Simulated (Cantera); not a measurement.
Feed: 1 mol H2S, 0.16 mol SO2, 3.4 mol H2, at 520 Pa.

Cantera equilibrium calculation (NASA polynomials, part measured and part estimated; ideal gas, pure solids and liquids). Candidate condensed phases: H2O, H2SO4, S; 19 gas species. Equilibrium is a limit: real reactors are often held back by kinetics, nucleation or transport. All values below are at 2025 K.

Base state: H2 0.781, S2 0.0885, H2O 0.0550, H 0.0236, SH 0.0199, S 0.0154, H2S 0.00925, SO 0.00618 (mole fractions); condensed: gas only.

**Question.** What changes in the equilibrium state with this change: pressure from 520 Pa to 59.0 Pa?

**Answer.** 
```
species    before     after
-------  --------  --------
H2          0.781     0.741
S2         0.0885    0.0712
H          0.0236    0.0682
S          0.0154    0.0411
SO        0.00618    0.0136
H2O        0.0550    0.0432
SH         0.0199    0.0173
O         3.81e-6   2.78e-5
H2S       0.00925   0.00265
OH       0.000174  0.000416
SO2      0.000815   0.00149
```
